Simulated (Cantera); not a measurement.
A closed system holds: 1 mol C2H5OH, 0.023 mol NH3, equilibrated at 2400 Pa.

Cantera equilibrium calculation (NASA polynomials, part measured and part estimated; ideal gas, pure solids and liquids). Candidate condensed phases: C, C6H6, C7H8, C8H18, H2O; 136 gas species. Equilibrium is a limit: real reactors are often held back by kinetics, nucleation or transport. All values below are at 1598 K.

Base state: H2 0.750, CO 0.247, N2 0.00279, H 0.000297, HCN 9.25e-5, CH4 2.22e-5, C2H2 (acetylene) 2.02e-5 (mole fractions); condensed: C(graphite).

Problem. What changes in the equilibrium state with this change: NH3 from 0.023 to 0.076 mol?

Solution. 
| species | before | after |
|---|---|---|
| H2 | 0.750 | 0.750 |
| CO | 0.247 | 0.241 |
| N2 | 0.00279 | 0.00907 |
| HCN | 9.25e-5 | 0.000167 |
| CH4 | 2.22e-5 | 2.22e-5 |
| C2H2 (acetylene) | 2.02e-5 | 2.02e-5 |
| C(graphite), mol | 0.999 | 0.999 |
